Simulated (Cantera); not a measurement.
A closed system holds: 1 mol Fe3O4, 3.1 mol CH4, 4.5 mol N2, at 1.00 bar.

Cantera equilibrium calculation (NASA polynomials, part measured and part estimated; ideal gas, pure solids and liquids). Candidate condensed phases: C, C6H6, C7H8, C8H18, Fe, Fe(CO)5, FeO, Fe(OH)2, Fe(OH)3, Fe2O3, Fe3O4, H2O; 140 gas species. Kinetics and transport are ignored.

log p: log10 of the partial pressure in bar; n: condensed amount in mol.

| T (K) | log p H2 | log p N2 | log p CO | log p H2O | log p CO2 | log p CH4 | log p H | n Fe(α) | n Fe(γ) | n Fe(δ) | n Fe(l) |
|---|---|---|---|---|---|---|---|---|---|---|---|
| 1050 | -0.40 | -0.48 | -0.70 | -1.36 | -1.60 | … | -8.29 | 3.00 | 0 | 0 | 0 |
| 1150 | -0.39 | -0.49 | -0.69 | -1.34 | -1.71 | … | -7.32 | 3.00 | 0 | 0 | 0 |
| 1250 | -0.40 | -0.49 | -0.68 | -1.31 | -1.79 | … | -6.51 | 0 | 3.00 | 0 | 0 |
| 1350 | -0.40 | -0.49 | -0.68 | -1.29 | -1.86 | … | -5.82 | 0 | 3.00 | 0 | 0 |
| 1450 | -0.40 | -0.49 | -0.67 | -1.27 | -1.92 | … | -5.23 | 0 | 3.00 | 0 | 0 |
| 1550 | -0.40 | -0.49 | -0.67 | -1.26 | -1.97 | … | -4.70 | 0 | 3.00 | 0 | 0 |
| 1650 | -0.41 | -0.49 | -0.67 | -1.25 | -2.02 | … | -4.24 | 0 | 3.00 | 0 | 0 |
| 1750 | -0.41 | -0.49 | -0.67 | -1.25 | -2.07 | … | -3.84 | 0 | 0 | 3.00 | 0 |
| 1850 | -0.41 | -0.49 | -0.66 | -1.24 | -2.10 | … | -3.47 | 0 | 0 | 0 | 3.00 |

Question: Complete the blanks.

Answer: 
- 1050, log p CH4: -2.51
- 1150, log p CH4: -3.49
- 1250, log p CH4: -4.35
- 1350, log p CH4: -5.07
- 1450, log p CH4: -5.69
- 1550, log p CH4: -6.23
- 1650, log p CH4: -6.70
- 1750, log p CH4: -7.11
- 1850, log p CH4: -7.48
